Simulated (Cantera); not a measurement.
Input (Python, Cantera) and output of one run.

```python
import numpy as np
import cantera as ct

gas_names = """
    Br Br2 H HBr H2 Pb PbBr PbBr2 PbBr4 Pb2
""".split()
cond_names = """
    Br2(cr) Br2(L) Pb(cr) Pb(L) PbBr2(s) PbBr2(L)
""".split()


# ... load() reads the species with a 1 bar reference pressure and builds the phases ...
atoms = {
    'PbBr2': {'Pb': 1, 'Br': 2},
    'H2': {'H': 2},
}
top_T = {}  # K; cautious upper limits of use, not melting points


# ... equilibrate(T, P, feed) seeds the gas with the atoms and calls Mixture.equilibrate('TP', solver="vcs", rtol=1e-11, max_steps=5000) ...
results = []
feed = {'PbBr2': 1, 'H2': 41}  # mol
P = 0.19  # Pa
for T in [1425, 1500, 1575, 1650, 1725, 1800, 1875, 1950, 2025, 2100, 2175]:
    mix = equilibrate(T, P, feed)
    results.append((T, P, feed, dict(zip(mix.species_names, mix.species_moles))))
    x = sorted(zip(gas.X, gas.species_names), reverse=True)
    print(f"T = {T:g} K  P = {P:g} Pa  gas = {mix.phase_moles(0):.4g} mol")
    print("   x: " + "  ".join(f"{s} {v:.3e}" for v, s in x if v > 0.0001))
    print("   condensed (mol): " + ("  ".join(f"{mix.phase(i).name} {mix.phase_moles(i):.4g}"
          for i in range(1, mix.n_phases) if mix.phase_moles(i) > 1e-12) or "none"))
```

Output:

```
T = 1425 K  P = 0.19 Pa  gas = 43.51 mol
   x: H2 9.263e-01  HBr 2.708e-02  Pb 2.296e-02  Br 1.886e-02  H 4.763e-03
   condensed (mol): none
T = 1500 K  P = 0.19 Pa  gas = 43.84 mol
   x: H2 9.193e-01  Br 2.611e-02  Pb 2.280e-02  HBr 1.950e-02  H 1.224e-02
   condensed (mol): none
T = 1575 K  P = 0.19 Pa  gas = 44.34 mol
   x: H2 9.037e-01  Br 3.196e-02  H 2.866e-02  Pb 2.255e-02  HBr 1.314e-02
   condensed (mol): none
T = 1650 K  P = 0.19 Pa  gas = 45.2 mol
   x: H2 8.721e-01  H 6.155e-02  Br 3.579e-02  Pb 2.212e-02  HBr 8.458e-03
   condensed (mol): none
T = 1725 K  P = 0.19 Pa  gas = 46.72 mol
   x: H2 8.142e-01  H 1.216e-01  Br 3.756e-02  Pb 2.140e-02  HBr 5.253e-03
   condensed (mol): none
T = 1800 K  P = 0.19 Pa  gas = 49.36 mol
   x: H2 7.190e-01  H 2.203e-01  Br 3.739e-02  Pb 2.026e-02  HBr 3.132e-03
   condensed (mol): none
T = 1875 K  P = 0.19 Pa  gas = 53.69 mol
   x: H2 5.815e-01  H 3.626e-01  Br 3.549e-02  Pb 1.863e-02  HBr 1.766e-03
   condensed (mol): none
T = 1950 K  P = 0.19 Pa  gas = 60.05 mol
   x: H 5.355e-01  H2 4.146e-01  Br 3.238e-02  Pb 1.665e-02  HBr 9.268e-04
   condensed (mol): none
T = 2025 K  P = 0.19 Pa  gas = 67.8 mol
   x: H 7.026e-01  H2 2.532e-01  Br 2.904e-02  Pb 1.475e-02  HBr 4.551e-04
   condensed (mol): none
T = 2100 K  P = 0.19 Pa  gas = 74.97 mol
   x: H 8.263e-01  H2 1.336e-01  Br 2.646e-02  Pb 1.334e-02  HBr 2.163e-04
   condensed (mol): none
T = 2175 K  P = 0.19 Pa  gas = 79.86 mol
   x: H 8.981e-01  H2 6.431e-02  Br 2.494e-02  Pb 1.252e-02  HBr 1.039e-04
   condensed (mol): none
```

Method: chemical equilibrium by Gibbs-energy minimisation in Cantera with the NASA 1993 tables (ideal gas, pure condensed phases).
